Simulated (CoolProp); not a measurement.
Computed with CoolProp (reference Helmholtz-energy equation of state, Lemmon 2006). It is a short technical equation, of lower accuracy than the large ones.

Problem. Give the vapour pressure (MPa), vapour density (kg/m³), enthalpy of vaporisation (kJ/kg), liquid cp (kJ/(kg K)) of saturated CH3F (R41) at -109.15, -85.85, -82.95 °C.

Solution. 
```json
[
 {"T (°C)": "-109.15", "p (MPa)": "0.0129", "vapour density (kg/m³)": "0.326", "enthalpy of vaporisation (kJ/kg)": "527", "liquid cp (kJ/(kg K))": "2.06"},
 {"T (°C)": "-85.85", "p (MPa)": "0.0658", "vapour density (kg/m³)": "1.49", "enthalpy of vaporisation (kJ/kg)": "498", "liquid cp (kJ/(kg K))": "2.06"},
 {"T (°C)": "-82.95", "p (MPa)": "0.0781", "vapour density (kg/m³)": "1.74", "enthalpy of vaporisation (kJ/kg)": "494", "liquid cp (kJ/(kg K))": "2.07"}
]
```
